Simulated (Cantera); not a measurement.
Input: 1 mol CuO, 0.55 mol CH4, 5.8 mol N2, at 10.0 mbar.

Cantera equilibrium calculation (NASA polynomials, part measured and part estimated; ideal gas, pure solids and liquids). Candidate condensed phases: C, C6H6, C7H8, C8H18, Cu, CuO, Cu(OH)2, Cu2O, H2O; 139 gas species. The numbers say what is thermodynamically allowed, not how fast it happens.

Q: Which condensed phases are stable at each of these points (T (K)): 925, 1025, 1125, 1225, 1325, 1425, 1525, 1625, 1725, 1825, 1925, 2025?

A: 
```json
[
 {"T (K)": "925", "condensed phases": "Cu(s)", "Cu condensed (%)": "100.0"},
 {"T (K)": "1025", "condensed phases": "Cu(s)", "Cu condensed (%)": "100.0"},
 {"T (K)": "1125", "condensed phases": "Cu(s)", "Cu condensed (%)": "100.0"},
 {"T (K)": "1225", "condensed phases": "Cu(s)", "Cu condensed (%)": "100.0"},
 {"T (K)": "1325", "condensed phases": "Cu(s)", "Cu condensed (%)": "100.0"},
 {"T (K)": "1425", "condensed phases": "Cu(l)", "Cu condensed (%)": "99.8"},
 {"T (K)": "1525", "condensed phases": "Cu(l)", "Cu condensed (%)": "99.1"},
 {"T (K)": "1625", "condensed phases": "Cu(l)", "Cu condensed (%)": "95.7"},
 {"T (K)": "1725", "condensed phases": "Cu(l)", "Cu condensed (%)": "83.3"},
 {"T (K)": "1825", "condensed phases": "Cu(l)", "Cu condensed (%)": "41.9"},
 {"T (K)": "1925", "condensed phases": "gas only", "Cu condensed (%)": "0.0"},
 {"T (K)": "2025", "condensed phases": "gas only", "Cu condensed (%)": "0.0"}
]
```

From 925 K to 1325 K the condensed part is Cu(s). From 1425 K to 1825 K the condensed part is Cu(l). From 1925 K to 2025 K nothing is condensed.
